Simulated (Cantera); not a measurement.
Feed: 1 mol Hg, 0.46 mol O2, 3.7 mol H2, equilibrated at 7.40 mbar.

Equilibrium computed with Cantera from the NASA thermochemical tables; the gas is ideal and each condensed phase is pure. Candidate condensed phases: H2O, Hg, HgO; 10 gas species. The numbers say what is thermodynamically allowed, not how fast it happens. All values below are at 1275 K.

Base state: H2 0.591, Hg 0.213, H2O 0.196 (mole fractions); condensed: gas only.

Task: What changes in the equilibrium state with this change: Hg replaced by HgO?

Result: 
```tsv
species	before	after
H2O	0.196	0.409
H2	0.591	0.379
Hg	0.213	0.213
```
